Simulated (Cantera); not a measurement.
Cantera run, input and output.

```python
import numpy as np
import cantera as ct

gas = ct.Solution("gri30.yaml")
gas.TP = 300, 31000
flame = ct.CounterflowDiffusionFlame(gas, width=0.02)
flame.fuel_inlet.X, flame.fuel_inlet.T = {'CH4': 1, 'C2H6': 0.74, 'C3H8': 0.35}, 575
flame.oxidizer_inlet.X, flame.oxidizer_inlet.T = {'O2': 0.2, 'N2': 0.8}, 348
flame.set_refine_criteria(ratio=3, slope=0.12, curve=0.24, prune=0.03)
show = ['OH', 'H', 'NO', 'CO', 'C2H2']

rows = []
print(f"{'mdot':>8s}{'a_max':>10s}{'a_mean':>10s}{'Tmax/K':>9s}" + "".join(f"{s:>11s}" for s in show) + "   (peak mole fractions)")
for i, mdot in enumerate([0.077, 0.11, 0.16, 0.23, 0.32, 0.46, 0.66, 0.95]):  # kg/m2/s on the oxidiser side
    flame.oxidizer_inlet.mdot, flame.fuel_inlet.mdot = mdot, 0.81 * mdot
    flame.solve(loglevel=0, auto=(i == 0))
    if flame.T.max() < max(575, 348) + 100:
        print(f"{mdot:8.3g}  no burning solution found from the previous one")
        break
    dT = np.abs(np.gradient(flame.T, flame.grid))
    rows.append([flame.strain_rate("max"), flame.strain_rate("mean"), flame.T.max(),
                 *(flame.X[gas.species_index(s)].max() for s in show), max(dT[0], dT[-1]) / dT.max()])
    print(f"{mdot:8.3g}{rows[-1][0]:10.1f}{rows[-1][1]:10.1f}{rows[-1][2]:9.1f}" + "".join(f"{x:11.3e}" for x in rows[-1][3:-1]))
```

Result:

```
    mdot     a_max    a_mean   Tmax/K         OH          H         NO         CO       C2H2   (peak mole fractions)
   0.077     173.1      31.2   1886.6  6.338e-03  6.934e-03  1.368e-04  5.656e-02  2.500e-02
    0.11     233.3      44.6   1863.2  6.004e-03  7.038e-03  1.137e-04  5.666e-02  2.299e-02
    0.16     321.1      64.8   1839.0  5.627e-03  7.072e-03  8.919e-05  5.739e-02  2.070e-02
    0.23     439.3      93.1   1813.2  5.197e-03  6.957e-03  6.539e-05  5.883e-02  1.813e-02
    0.32     583.6     129.6   1778.4  4.593e-03  6.532e-03  4.248e-05  6.076e-02  1.492e-02
    0.46     791.7     186.3   1710.5  3.479e-03  5.263e-03  1.674e-05  6.362e-02  9.591e-03
    0.66  no burning solution found from the previous one
```

Model: GRI-Mech 3.0 (53 species, 325 reactions), integrated in Cantera. GRI-Mech 3.0 was tuned for natural gas; its chemistry of propane as a main component is partial and can be far from experiment. GRI-Mech 3.0 has no aromatics or soot, which form on the fuel side of real flames. The maximum strain rate includes the flame's own expansion and is several times the mean. A flux with no burning solution from the previous one only brackets extinction.
